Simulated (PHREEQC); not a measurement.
## Nickel, zinc or cadmium bath with copper plating or etch bath: an equilibrium model

Solution A (0.039 mol/kgw CdSO4, 0.00011 mol/kgw Na2SO4 and 0.072 mol/kgw FeSO4) is mixed with solution B (0.0043 mol/kgw CuSO4, 0.093 mol/kgw HCl and 0.014 mol/kgw H3BO3) at 25 °C; shares are by mass of water, 1 kg in all. The system is closed to oxygen. The system is closed to CO2. Only these solids could form: Cu(OH)2, Brochantite, Antlerite, Atacamite, Cd(OH)2, CdOHCl, Halite, Mirabilite, Melanterite, Chalcanthite.

The numbers come from PHREEQC with the ion-association model, wateq4f.dat.

**Question.** Predict pH, Cu+2 (mol/kgw) at share of solution B = 0.5, 0.6, 0.65, 0.95.

**Answer.** 
```csv
share of solution B,pH,Cu+2 (mol/kgw)
0.5,1.68,0.00143
0.6,1.55,0.00181
0.65,1.49,0.00203
0.95,1.17,0.00353
```
